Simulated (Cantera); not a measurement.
**Counterflow diffusion flame**

A counterflow diffusion flame at 45000 Pa, nozzles 20 mm apart: fuel side CH4 : N2 = 1 : 0.2 (molar parts) at 550 K, oxidiser side O2 : N2 = 0.21 : 0.79 (molar parts) at 475 K, fuel mass flux 0.76 times the oxidiser's; mixture-averaged transport, no radiation.

Model: GRI-Mech 3.0 (53 species, 325 reactions), integrated in Cantera. GRI-Mech 3.0 has no aromatics or soot, which form on the fuel side of real flames. The maximum strain rate includes the flame's own expansion and is several times the mean. A flux with no burning solution from the previous one only brackets extinction.

```csv
oxidiser flux (kg/m²/s),max strain (1/s),mean strain (1/s),T max (K),peak x OH,peak x H,peak x NO,peak x CO,peak x C2H2
0.11,173,40.3,2030,0.00802,0.00606,0.000214,0.0558,0.0120
0.16,241,58.6,2011,0.00776,0.00624,0.000185,0.0552,0.0112
0.23,334,84.2,1995,0.00755,0.00641,0.000156,0.0550,0.0106
0.33,463,121,1973,0.00719,0.00647,0.000123,0.0549,0.00959
0.47,640,172,1947,0.00673,0.00638,9.09e-5,0.0551,0.00838
0.67,887,245,1913,0.00607,0.00605,5.89e-5,0.0558,0.00679
0.95,1220,348,1854,0.00493,0.00510,2.71e-5,0.0562,0.00441
```
x: mole fraction; the columns are a selection and need not sum to one.

At the next flux tried, 1.4 kg/m²/s, no burning solution was found from the previous one.
